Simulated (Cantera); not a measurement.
Charge: 1 mol Al, 17 mol NH₃, 1.8 mol H₂, equilibrated at 1550 °C and 0.000620 bar.

Method: chemical equilibrium by Gibbs-energy minimisation in Cantera with the NASA 1993 tables (ideal gas, pure condensed phases). Candidate condensed phases: Al, AlN; 13 gas species. Kinetics and transport are ignored.

Base state: H₂ 0.729, N₂ 0.229, Al 0.0267, H 0.0149, AlH 0.000243 (mole fractions); condensed: gas only.

What changes in the equilibrium state with this change: 0.16 mol HCl added?


```csv
species,before,after
H₂,0.729,0.729
N₂,0.229,0.229
Al,0.0267,0.0224
AlCl,0,0.00427
H,0.0149,0.0149
HCl,0,3.66e-5
AlH,0.000243,0.000204
```
Further candidate phases: AlCl₃, NH₄Cl.
